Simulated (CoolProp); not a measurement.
Vapour-liquid equilibrium of R125 (1) + propane (2) at 250 kPa; x and y are mole fractions of (1).

The numbers come from the multi-fluid Helmholtz-energy mixture model, Lemmon 2005 and Lemmon 2009; pair parameters Bell 2016 in CoolProp.

```csv
x,bubble temperature (°C),y at the bubble point,dew temperature at overall composition x (°C),liquid density (mol/L)
0.05,-25.2,0.218,-20.7,12.61
0.2,-32.4,0.462,-24.7,12.54
0.35,-34.2,0.533,-29.1,12.37
0.5,-34.7,0.567,-33.5,12.23
0.65,-34.7,0.602,-34.2,12.14
0.8,-33.9,0.672,-31.6,12.10
0.95,-30.4,0.865,-28.7,12.03
```

y crosses x between x = 0.5 and 0.65: the model has an azeotrope there.

Pair parameters are fitted to limited data, so mixtures are less certain than the pure fluids. With so large a gap from Raoult's law the liquid may split in two, which this calculation doesn't test in full.
